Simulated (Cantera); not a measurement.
# Gas activation for diamond growth

An isothermal, constant-pressure homogeneous reactor starts with CH4 : H2 : CO2 = 0.01 : 1 : 0.071 (molar parts), at 1973 K and 51.0 Torr.

Computed with Cantera and GRI-Mech 3.0 (53 species, 325 reactions).

```json
[
 {"t (s)": "0.000400", "x CH4": "0.00919", "x H2": "0.924", "x CO2": "0.0653", "x C2H6": "8.20e-9", "x H": "0.000276", "x C2H2": "1.82e-8", "x CH3": "5.58e-5"},
 {"t (s)": "0.00110", "x CH4": "0.00909", "x H2": "0.922", "x CO2": "0.0632", "x C2H6": "5.33e-8", "x H": "0.000752", "x C2H2": "1.11e-6", "x CH3": "0.000148"},
 {"t (s)": "0.00303", "x CH4": "0.00875", "x H2": "0.907", "x CO2": "0.0496", "x C2H6": "2.39e-7", "x H": "0.00193", "x C2H2": "4.01e-5", "x CH3": "0.000370"},
 {"t (s)": "0.00835", "x CH4": "0.00733", "x H2": "0.869", "x CO2": "0.0121", "x C2H6": "4.28e-7", "x H": "0.00363", "x C2H2": "0.000527", "x CH3": "0.000605"},
 {"t (s)": "0.0230", "x CH4": "0.00432", "x H2": "0.860", "x CO2": "0.00110", "x C2H6": "1.85e-7", "x H": "0.00425", "x C2H2": "0.00181", "x CH3": "0.000422"},
 {"t (s)": "0.0632", "x CH4": "0.00192", "x H2": "0.862", "x CO2": "0.00105", "x C2H6": "3.87e-8", "x H": "0.00446", "x C2H2": "0.00244", "x CH3": "0.000196"},
 {"t (s)": "0.174", "x CH4": "0.000919", "x H2": "0.864", "x CO2": "0.00104", "x C2H6": "9.15e-9", "x H": "0.00459", "x C2H2": "0.00177", "x CH3": "9.64e-5"},
 {"t (s)": "0.479", "x CH4": "0.000377", "x H2": "0.867", "x CO2": "0.00102", "x C2H6": "1.57e-9", "x H": "0.00465", "x C2H2": "0.000505", "x CH3": "4.01e-5"},
 {"t (s)": "1.32", "x CH4": "1.60e-5", "x H2": "0.868", "x CO2": "0.00101", "x C2H6": "2.95e-12", "x H": "0.00480", "x C2H2": "8.11e-6", "x CH3": "1.75e-6"},
 {"t (s)": "3.63", "x CH4": "2.56e-10", "x H2": "0.867", "x CO2": "0.00101", "x C2H6": "<1e-12", "x H": "0.00485", "x C2H2": "1.92e-11", "x CH3": "2.83e-11"},
 {"t (s)": "10.0", "x CH4": "1.95e-10", "x H2": "0.867", "x CO2": "0.00101", "x C2H6": "<1e-12", "x H": "0.00485", "x C2H2": "<1e-12", "x CH3": "2.16e-11"}
]
```
x: mole fraction; the columns are a selection and need not sum to one.

Equilibrium at this temperature and pressure: CH4 2.36e-10, H2 0.867, CO2 0.00101, C2H6 <1e-12, H 0.00485, C2H2 <1e-12, CH3 2.61e-11 (gas phase only).
